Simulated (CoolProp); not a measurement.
c-C4F8 (RC318) at 269.51 K and 4.79 MPa is throttled through a valve to 0.118 MPa with no heat exchange. Each further row changes one setting.

Values from CoolProp's reference Helmholtz-energy equation of state, Platzer 1990. This equation is an older, rougher fit; its heat capacities, sound speeds and derivatives of the liquid may be far off and weren't checked against measurements.

| case | temperature change (K) | final phase | final density (kg/m³) |
|---|---|---|---|
| as stated | +1.2 | liquid | 1600 |
| outlet pressure 0.0354 MPa | -25.1 | two-phase, vapour fraction 0.215 | 16.4 |
| outlet pressure 0.153 MPa | +1.2 | liquid | 1600 |
